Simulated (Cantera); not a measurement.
An isothermal, constant-pressure homogeneous reactor starts with 54.7 % NH3, 44.9 % H2, 0.356 % N2, at 2025 K and 60.0 Torr.

Detailed kinetics in Cantera: the gas-phase N/H chemistry of the illustrative SiF4/NH3 mechanism in the Surface Chemkin manual (1991). Walls and surfaces, which speed up NH3 decomposition in real reactors, are not modelled.

One state of this run: x NH3 = 2.86e-6; x H2 = 0.815; x H = 0.00618; x NH = 1.55e-8; x NH2 = 6.36e-8; x N2H4 = <1e-12. x: mole fraction; the columns are a selection and need not sum to one.

Task: Which value of t (s) does it belong to?
A. 30.0
B. 9.00e-6
C. 10.3
D. 0.000225

Result: A, 30.0
